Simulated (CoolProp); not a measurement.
c-C4F8 (RC318) at several states: fugacity coefficient from the reference equation and from simpler models built on Tc = 388.4 K, pc = 2778 kPa, ω = 0.355; each cubic takes its own stable root.

The numbers come from the reference Helmholtz-energy equation of state, Platzer 1990 in CoolProp. This equation is an older, rougher fit; its heat capacities, sound speeds and derivatives of the liquid may be far off and weren't checked against measurements.

| T (K) | p (kPa) | phase | reference | Redlich-Kwong | Peng-Robinson |
|---|---|---|---|---|---|
| 335.5 | 26.8 | gas | 0.9948 | 0.9950 | 0.9942 |
| 261.2 | 4490 | liquid | 0.02163 | 0.04682 | 0.02136 |
| 444.9 | 24.5 | gas | 0.9982 | 0.9980 | 0.9979 |
| 318.5 | 166 | gas | 0.9617 | 0.9645 | 0.9582 |
| 391.4 | 4420 | supercritical | 0.4818 | 0.4870 | 0.4681 |
